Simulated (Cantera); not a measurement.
An adiabatic, constant-pressure homogeneous reactor starts with CO : H2 : CH4 : O2 : N2 = 1 : 0.11 : 0.076 : 0.295 : 2.74 (molar parts), at 1250 K and 750 Torr. Integrator tolerance rtol = 1e-08.

Detailed kinetics in Cantera: GRI-Mech 3.0 (53 species, 325 reactions).

Q: What does this change do: pressure from 750 Torr to 3750 Torr?

A: 
```csv
quantity,before,after
time of steepest temperature rise,0.641 ms,0.249 ms
temperature at 0.200 s,2155 K,2158 K
equilibrium temperature,2155 K,2158 K
x(CO) at 0.200 s,0.182 (gas-phase equilibrium 0.182),0.182 (gas-phase equilibrium 0.182)
x(H2) at 0.200 s,0.0194 (gas-phase equilibrium 0.0194),0.0195 (gas-phase equilibrium 0.0195)
x(CH4) at 0.200 s,<1e-12 (gas-phase equilibrium <1e-12),1.32e-11 (gas-phase equilibrium 1.40e-11)
x(HO2) at 0.200 s,9.55e-10 (gas-phase equilibrium 9.55e-10),4.46e-10 (gas-phase equilibrium 4.46e-10)
x(CH2CO) at 0.200 s,<1e-12 (gas-phase equilibrium <1e-12),<1e-12 (gas-phase equilibrium <1e-12)
```

Q: What does this change do: CO 1 to 0.33 parts?

A: 
```tsv
quantity	before	after
time of steepest temperature rise	0.641 ms	0.652 ms
temperature at 0.200 s	2155 K	2285 K
equilibrium temperature	2155 K	2284 K
x(CO) at 0.200 s	0.182 (gas-phase equilibrium 0.182)	0.0405 (gas-phase equilibrium 0.0405)
x(H2) at 0.200 s	0.0194 (gas-phase equilibrium 0.0194)	0.00645 (gas-phase equilibrium 0.00646)
x(CH4) at 0.200 s	<1e-12 (gas-phase equilibrium <1e-12)	<1e-12 (gas-phase equilibrium <1e-12)
x(HO2) at 0.200 s	9.55e-10 (gas-phase equilibrium 9.55e-10)	6.13e-8 (gas-phase equilibrium 6.10e-8)
x(CH2CO) at 0.200 s	<1e-12 (gas-phase equilibrium <1e-12)	<1e-12 (gas-phase equilibrium <1e-12)
```
